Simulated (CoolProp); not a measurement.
A single-stage vapour-compression cycle with vinyl chloride: evaporating at 328.15 K (dew point), condensing at 371.15 K (bubble point), superheat 8 K, subcooling 0 K, compressor efficiency 0.8, no pressure losses. Each further row changes one setting.

Computed with CoolProp (reference Helmholtz-energy equation of state, Thol 2022).

```json
[
 {"case": "as stated", "cooling COP": "4.87", "pressure ratio": "2.51", "discharge temperature (K)": "399.0", "refrigerating effect (kJ/kg)": "227", "volumetric capacity (kJ/m³)": "5130"},
 {"case": "evaporating temperature 333.15 K", "cooling COP": "5.69", "pressure ratio": "2.23", "discharge temperature (K)": "396.4", "refrigerating effect (kJ/kg)": "230", "volumetric capacity (kJ/m³)": "5840"},
 {"case": "condensing temperature 366.15 K", "cooling COP": "5.67", "pressure ratio": "(withheld)", "discharge temperature (K)": "392.0", "refrigerating effect (kJ/kg)": "237", "volumetric capacity (kJ/m³)": "5330"},
 {"case": "subcooling 5 K", "cooling COP": "5.07", "pressure ratio": "2.51", "discharge temperature (K)": "399.0", "refrigerating effect (kJ/kg)": "237", "volumetric capacity (kJ/m³)": "5340"},
 {"case": "superheat 18 K", "cooling COP": "4.87", "pressure ratio": "2.51", "discharge temperature (K)": "(withheld)", "refrigerating effect (kJ/kg)": "238", "volumetric capacity (kJ/m³)": "5140"},
 {"case": "compressor efficiency 0.7", "cooling COP": "(withheld)", "pressure ratio": "2.51", "discharge temperature (K)": "404.2", "refrigerating effect (kJ/kg)": "227", "volumetric capacity (kJ/m³)": "5130"}
]
```

**Question.** Fill in the missing entries.

**Answer.** 
- condensing temperature 366.15 K, pressure ratio: 2.28
- superheat 18 K, discharge temperature (K): 409.1
- compressor efficiency 0.7, cooling COP: 4.26
